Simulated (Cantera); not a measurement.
Cantera run:

```python
import numpy as np
import cantera as ct

gas_names = """
    C CH CH2 CH3 CH2OH CH3O CH4 CH3OH CO CO2 COOH C2 C2H CHCO,ketyl C2H2,acetylene C2H2,vinylidene
    CH2CO,ketene C2H3,vinyl CH3CO,acetyl C2H4 C2H4O,ethylen CH3CHO,ethanal CH3COOH (HCOOH)2 C2H5 C2H6
    CH3OCH3 C2H5OH C2O C3 C3H3,propargyl C3H4,allene C3H4,propyne C3H4,cyclo- C3H5,allyl C3H6,propylene
    C3H6,cyclo- C3H6O C3H7,n-propyl C3H7,i-propyl C3H8 C3H8O,1propanol C3H8O,2propanol C3O2 C4 C4H2
    C4H4,1,3-cyclo- C4H6,butadiene C4H6,2-butyne C4H6,cyclo- C4H8,1-butene C4H8,cis2-buten
    C4H8,tr2-butene C4H8,isobutene C4H8,cyclo- (CH3COOH)2 C4H9,n-butyl C4H9,i-butyl C4H9,s-butyl
    C4H9,t-butyl C4H10,isobutane C4H10,n-butane C5 C5H6,1,3cyclo- C5H8,cyclo- C5H10,1-pentene
    C5H10,cyclo- C5H11,pentyl C5H11,t-pentyl C5H12,n-pentane C5H12,i-pentane CH3C(CH3)2CH3 C6H2
    C6H5,phenyl C6H5O,phenoxy C6H6 C6H5OH,phenol C6H10,cyclo- C6H12,1-hexene C6H12,cyclo- C6H13,n-hexyl
    C7H7,benzyl C7H8 C7H8O,cresol C7H14,1-heptene C7H15,n-heptyl C7H16,n-heptane C8H8,styrene
    C8H10,ethylbenz C8H16,1-octene C8H17,n-octyl C8H18,isooctane C8H18,n-octane C9H19,n-nonyl
    C10H8,naphthale C10H21,n-decyl C12H9,o-bipheny C12H10,bipheny H HCO HO2 H2 HCHO,formaldehy HCOOH H2O
    H2O2 O OH O2 O3 Si SiC SiC2 SiC4H12 SiH SiH2 SiH3 SiH4 SiO SiO2 Si2 Si2C Si3
""".split()
cond_names = """
    C(gr) C6H6(L) C7H8(L) C8H18(L),n-octa H2O(s) H2O(L) Si(cr) Si(L) SiC(b) SiO2(Lqz) SiO2(hqz) SiO2(L)
""".split()


def load(file, names, dense=False):
    # The tables refer to 1 bar. Condensed volumes are neglected.
    table = {s.name: s for s in ct.Species.list_from_file(file)}
    out = []
    for n in names:
        d = dict(table[n].input_data)
        d["thermo"] = dict(d["thermo"], **{"reference-pressure": 1e5})
        if dense:
            d["equation-of-state"] = {"model": "constant-volume", "density": "1e6 g/cm^3"}
        out.append(ct.Species.from_dict(d))
    return out


gas = ct.Solution(thermo="ideal-gas", species=load("nasa_gas.yaml", gas_names))
cond = {s.name: ct.Solution(thermo="fixed-stoichiometry", species=[s], name=s.name)
        for s in load("nasa_condensed.yaml", cond_names, dense=True)}
atoms = {
    'SiO2': {'Si': 1, 'O': 2},
    'CO': {'C': 1, 'O': 1},
    'H2': {'H': 2},
    'CH4': {'C': 1, 'H': 4},
}
top_T = {'C(gr)': 4500, 'SiC(b)': 3050}  # K; cautious upper limits of use, not melting points


def equilibrate(T, P, feed):
    n = {}
    for name, mol in feed.items():
        for a, k in atoms[name].items():
            n[a] = n.get(a, 0.0) + k * mol
    gas.TPX = T, P, n
    mass = sum(n.values()) * gas.mean_molecular_weight
    gas.equilibrate("TP")
    valid = [c for c in cond.values() if c.min_temp <= T <= top_T.get(c.name, c.max_temp)]
    mix = ct.Mixture([(gas, mass / gas.mean_molecular_weight)] + [(c, 0.0) for c in valid])
    mix.T, mix.P = T, P
    mix.equilibrate("TP", solver="vcs", rtol=1e-11, max_steps=5000)
    return mix


results = []
feed = {'SiO2': 1, 'CO': 9.6, 'H2': 8.9, 'CH4': 5.2}  # mol
P = 84000  # Pa
for T in [850, 1050, 1250, 1450, 1650, 1850, 2050, 2250]:
    mix = equilibrate(T, P, feed)
    results.append((T, P, feed, dict(zip(mix.species_names, mix.species_moles))))

top = {s: max(r[3][s] / sum(r[3][g] for g in gas_names) for r in results) for s in gas_names}
cols = sorted((s for s in top if top[s] > 0.0001), key=lambda s: -top[s])[:5]
seen = [c for c in cond_names if any(r[3].get(c, 0) > 1e-12 for r in results)]
print("log10 of partial pressures in bar; condensed amounts in mol")
print(f"{'T/K':>10s}" + "".join(f"{s[:9]:>10s}" for s in cols + seen))
for T, P, feed, n in results:
    ng = sum(n[g] for g in gas_names)
    print(f"{T:10.4g}" + "".join(f"{np.log10(max(n[s] / ng * P / 1e5, 1e-99)):10.3f}" for s in cols)
          + "".join(f"{n.get(c, 0):10.4g}" for c in seen))
```

It prints:

```
log10 of partial pressures in bar; condensed amounts in mol
       T/K        H2        CO       H2O       CH4       CO2     C(gr)    SiC(b) SiO2(hqz)
       850    -0.383    -1.214    -0.749    -0.973    -1.094     8.853         0         1
      1050    -0.268    -0.608    -1.617    -1.778    -1.886     5.863         0         1
      1250    -0.255    -0.557    -2.634    -2.468    -3.131     5.188         0         1
      1450    -0.252    -0.554    -3.410    -2.986    -4.088      5.18         0         1
      1650    -0.252    -0.554    -3.998    -3.381    -4.806     5.171         0    0.9832
      1850    -0.281    -0.504    -4.434    -3.745    -5.262     2.332    0.9263         0
      2050    -0.282    -0.506    -4.803    -3.992    -5.706     2.395    0.8798         0
      2250    -0.285    -0.509    -5.108    -4.197    -6.068     2.428    0.8172         0
```

These are equilibrium values from Cantera (NASA tables, ideal gas, pure condensed phases), not measurements of a reactor. The tables hold silica as quartz up to 1696 K and as liquid above; real silica turns to tridymite and cristobalite and melts near 1996 K. Gases not in the tables: Si2H6 and higher silanes.
